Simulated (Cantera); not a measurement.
A perfectly stirred reactor is fed with CH2O : O2 : N2 = 0.005 : 0.043 : 1 (molar parts), at 4.20 bar; it is held at 1450 K, and followed from long to short residence time.

Cantera simulation using GRI-Mech 3.0 (53 species, 325 reactions); the numbers are that mechanism's predictions, not measurements.

What does this change do: 0.037 parts CH4 added?


```csv
quantity,before,after
x(CH2O) at τ = 14.0 s,5.16e-8,9.37e-7
x(O2) at τ = 14.0 s,0.0363,0.000118
x(C2H2) at τ = 14.0 s,<1e-12,0.00164
x(HCO) at τ = 14.0 s,1.23e-11,1.66e-10
x(NO2) at τ = 14.0 s,1.39e-8,<1e-12
x(CH2O) at τ = 0.210 s,1.13e-6,1.88e-5
x(O2) at τ = 0.210 s,0.0363,0.00186
x(C2H2) at τ = 0.210 s,<1e-12,0.00115
x(HCO) at τ = 0.210 s,8.22e-10,4.02e-9
x(NO2) at τ = 0.210 s,4.73e-8,1.61e-11
```
The temperature is held fixed by assumption; the heat of reaction is taken as removed at once.
